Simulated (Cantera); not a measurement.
## Thermodynamics of silicon epitaxy and polysilicon growth, feed SiH2Cl2 + N2

Feed: 1 mol SiH2Cl2, 3.5 mol N2, equilibrated at 9.30 mbar.

These are equilibrium values from Cantera (NASA tables, ideal gas, pure condensed phases), not measurements of a reactor. Candidate condensed phases: NH4Cl, Si, Si3N4; 28 gas species. N2 is the only nitrogen source here; it is nearly inert below about 1500 K, so the nitride shown seldom forms there in practice. The tables' values for SiCl3, SiCl are old estimates; treat these amounts as uncertain. Rates play no part.

From 850 K to 1750 K the condensed part is Si3N4(s). The main Si-bearing gas is SiCl4 at 850 K and SiCl2 at 1750 K.

```
T (K)  log p N2  log p HCl  log p H2  log p SiCl2  log p SiCl4  log p SiCl3  log p H  log p Cl  n Si3N4(s)
-----  --------  ---------  --------  -----------  -----------  -----------  -------  --------  ----------
850       -2.23      -2.68     -3.04       -10.23        -3.34        -7.72   -12.21    -11.84       0.256
950       -2.24      -2.65     -3.08        -8.42        -3.38        -6.66   -10.79    -10.39       0.262
1050      -2.24      -2.63     -3.11        -6.96        -3.41        -5.82    -9.65     -9.21       0.267
1150      -2.24      -2.62     -3.13        -5.76        -3.44        -5.12    -8.69     -8.23       0.270
1250      -2.24      -2.61     -3.15        -4.77        -3.49        -4.56    -7.89     -7.41       0.270
1350      -2.24      -2.61     -3.15        -3.97        -3.62        -4.14    -7.20     -6.74       0.259
1450      -2.24      -2.66     -3.11        -3.40        -3.97        -3.97    -6.58     -6.22       0.224
1550      -2.24      -2.77     -3.02        -3.10        -4.65        -4.10    -6.01     -5.86       0.169
1650      -2.24      -2.92     -2.93        -2.96        -5.48        -4.39    -5.51     -5.60       0.119
1750      -2.24      -3.08     -2.88        -2.89        -6.32        -4.73    -5.07     -5.39      0.0809
```
log p: log10 of the partial pressure in bar; n: condensed amount in mol.
